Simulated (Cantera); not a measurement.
**Adiabatic ignition**

An adiabatic, constant-pressure homogeneous reactor starts with 5.02 % C3H8, 19.3 % O2, 72.8 % N2, 2.91 % CO2, at 1150 K and 0.730 bar.

Model: GRI-Mech 3.0 (53 species, 325 reactions), integrated in Cantera. GRI-Mech 3.0 was tuned for natural gas; its chemistry of propane as a main component is partial and can be far from experiment.

| t (s) | T (K) | x C3H8 | x O2 | x CO2 | x NO | x C2H2 | x CO | x C2H |
|---|---|---|---|---|---|---|---|---|
| 6.00e-6 | 1150 | 0.0502 | 0.193 | 0.0291 | <1e-12 | <1e-12 | 5.44e-12 | <1e-12 |
| 2.88e-5 | 1150 | 0.0502 | 0.193 | 0.0291 | <1e-12 | <1e-12 | 6.20e-11 | <1e-12 |
| 0.000138 | 1150 | 0.0502 | 0.193 | 0.0291 | <1e-12 | 1.30e-11 | 2.03e-9 | <1e-12 |
| 0.000660 | 1150 | 0.0500 | 0.193 | 0.0291 | <1e-12 | 2.99e-9 | 5.25e-7 | <1e-12 |
| 0.00316 | 1150 | 0.0491 | 0.193 | 0.0291 | <1e-12 | 1.37e-7 | 2.11e-5 | <1e-12 |
| 0.0152 | 1156 | 0.0424 | 0.189 | 0.0289 | <1e-12 | 6.53e-6 | 0.000900 | <1e-12 |
| 0.0727 | 2579 | <1e-12 | 0.00299 | 0.0731 | 0.00285 | <1e-12 | 0.0869 | <1e-12 |
| 0.348 | 2579 | <1e-12 | 0.00299 | 0.0731 | 0.00285 | <1e-12 | 0.0869 | <1e-12 |
| 1.67 | 2579 | <1e-12 | 0.00299 | 0.0731 | 0.00285 | <1e-12 | 0.0869 | <1e-12 |
| 8.00 | 2579 | <1e-12 | 0.00299 | 0.0731 | 0.00285 | <1e-12 | 0.0869 | <1e-12 |
x: mole fraction; the columns are a selection and need not sum to one.

```
Quantity                                                             Value
---------------------------------  ---------------------------------------
time of steepest temperature rise                                  22.0 ms
temperature at 8.00 s                                               2579 K
equilibrium temperature                                             2579 K
x(C3H8) at 8.00 s                    <1e-12 (gas-phase equilibrium <1e-12)
x(O2) at 8.00 s                    0.00299 (gas-phase equilibrium 0.00299)
x(CO2) at 8.00 s                     0.0731 (gas-phase equilibrium 0.0731)
```
